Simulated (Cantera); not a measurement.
An isothermal, constant-pressure homogeneous reactor starts with CO : O2 : H2O : N2 = 0.0018 : 0.005 : 0.0013 : 1 (molar parts), at 1250 K and 0.133 bar.

Detailed kinetics in Cantera: GRI-Mech 3.0 (53 species, 325 reactions).

x: mole fraction; the columns are a selection and need not sum to one.

| t (s) | x CO | x O2 | x H2O | x OH | x CO2 |
|---|---|---|---|---|---|
| 5.00e-6 | 0.00179 | 0.00496 | 0.00129 | <1e-12 | <1e-12 |
| 2.10e-5 | 0.00179 | 0.00496 | 0.00129 | <1e-12 | 2.62e-12 |
| 8.79e-5 | 0.00179 | 0.00496 | 0.00129 | <1e-12 | 1.10e-11 |
| 0.000368 | 0.00179 | 0.00496 | 0.00129 | 1.00e-12 | 4.61e-11 |
| 0.00154 | 0.00179 | 0.00496 | 0.00129 | 1.08e-11 | 1.97e-10 |
| 0.00647 | 0.00179 | 0.00496 | 0.00129 | 1.56e-10 | 1.04e-9 |
| 0.0271 | 0.00179 | 0.00496 | 0.00129 | … | 3.70e-8 |
| 0.114 | 0.00111 | 0.00453 | 0.00117 | … | 0.000671 |
| 0.477 | 2.77e-5 | 0.00407 | 0.00127 | … | 0.00176 |
| 2.00 | 1.33e-6 | 0.00407 | 0.00129 | … | 0.00179 |

**Question.** Some entries are withheld; supply them.

**Answer.** 
- 0.0271, x OH: 8.57e-9
- 0.114, x OH: 4.76e-5
- 0.477, x OH: 2.13e-5
- 2.00, x OH: 4.72e-6
